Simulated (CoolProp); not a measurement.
A closed Brayton cycle with nitrogen: compressor inlet 315.15 K and 1.7 MPa, high pressure 4.97 MPa, turbine inlet 895 K, compressor efficiency 0.8, turbine efficiency 0.9, recuperator effectiveness 0.95 (on enthalpy, no pinch check). Each further row changes one setting.

The numbers come from the reference Helmholtz-energy equation of state, Span 2000 in CoolProp.

| case | thermal efficiency (%) | net work (kJ/kg) | compressor to turbine work | compressor exit (K) | turbine exit (K) |
|---|---|---|---|---|---|
| as stated | 32.4 | 78.0 | 0.66 | 456.7 | 695.5 |
| turbine inlet 845 K | 28.9 | 65.1 | 0.69 | 456.7 | 655.0 |
| compressor inlet 325.15 K | 30.5 | 73.2 | 0.68 | 471.0 | 695.5 |
| high pressure 4.22 MPa | 34.4 | 73.2 | 0.63 | 432.3 | 722.9 |
| recuperator effectiveness 0.5 | 21.9 | 78.0 | 0.66 | 456.7 | 695.5 |
